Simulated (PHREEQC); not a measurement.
A solution holds 28 mmol/kgw NaOH and 0.63 mmol/kgw NaAlO2, at 83 °C. It is in equilibrium with CO2 at log p = -3.4 (atm). Otherwise closed; pH follows from the charge balance.

Equilibrium calculation in PHREEQC: ion-association model, phreeqc.dat.

```csv
quantity,before,after
pH,9.48,9.63
ionic strength (mol/kgw),0.0245,0.0940
HCO3- (mol/kgw),0.00766,0.0120
CO3-2 (mol/kgw),0.00278,0.00833
```

### Question
Which change was made?
A. NaAlO2 left out
B. NaOH from 0.028 to 0.14 mol/kgw
C. NaOH from 0.028 to 0.28 mol/kgw
D. temperature from 83 to 55 °C

### Answer
B, NaOH from 0.028 to 0.14 mol/kgw

No solid was allowed to form. At this temperature some constants are extrapolated from 25 °C, and those without enthalpy data are left unchanged.
